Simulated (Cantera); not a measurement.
An isothermal, constant-pressure homogeneous reactor starts with CH₄ : CO₂ : H₂ = 1 : 3.2 : 0.063 (molar parts), at 1475 K and 1.40 bar.

Computed with Cantera and GRI-Mech 3.0 (53 species, 325 reactions).

One state of this run: x CH₄ = 0.0384; x CO₂ = 0.404; x H₂ = 0.0567; x C₂H₄ = 0.00211; x HO₂ = <1e-12; x CO = 0.237; x C₂H₂ = 0.0655. x: mole fraction; the columns are a selection and need not sum to one.

**Question.** Which value of t (s) does it belong to?
(A) 2.00
(B) 3.44e-5
(C) 0.591
(D) 0.000393

**Answer.** A, 2.00
